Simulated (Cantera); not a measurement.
NO annealing gas

An isothermal, constant-pressure homogeneous reactor starts with NO : N₂ = 1 : 17 (molar parts), at 1748 K and 100000 Pa.

Detailed kinetics in Cantera: GRI-Mech 3.0 (53 species, 325 reactions).

```tsv
t (s)	x NO	x NO₂	x N₂	x N₂O	x O
1.00e-5	0.0556	1.60e-10	0.944	4.41e-9	4.27e-9
2.90e-5	0.0556	1.28e-9	0.944	1.28e-8	1.16e-8
8.42e-5	0.0556	9.31e-9	0.944	3.67e-8	2.84e-8
0.000244	0.0556	5.48e-8	0.944	1.04e-7	5.76e-8
0.000709	0.0556	2.39e-7	0.944	2.78e-7	1.09e-7
0.00206	0.0556	8.93e-7	0.944	6.50e-7	2.66e-7
0.00597	0.0555	3.13e-6	0.944	1.11e-6	7.65e-7
0.0173	0.0555	7.23e-6	0.944	1.28e-6	1.64e-6
0.0503	0.0555	8.35e-6	0.944	1.28e-6	1.88e-6
0.146	0.0554	8.64e-6	0.945	1.28e-6	1.94e-6
0.423	0.0551	9.40e-6	0.945	1.26e-6	2.12e-6
1.23	0.0544	1.13e-5	0.945	1.23e-6	2.56e-6
3.56	0.0522	1.50e-5	0.946	1.14e-6	3.52e-6
10.3	0.0464	2.01e-5	0.949	9.16e-7	5.28e-6
30.0	0.0337	2.18e-5	0.955	5.18e-7	7.85e-6
```
x: mole fraction; the columns are a selection and need not sum to one.

Equilibrium at this temperature and pressure: NO 0.00139, NO₂ 1.40e-6, N₂ 0.972, N₂O 8.93e-8, O 1.21e-5 (gas phase only).
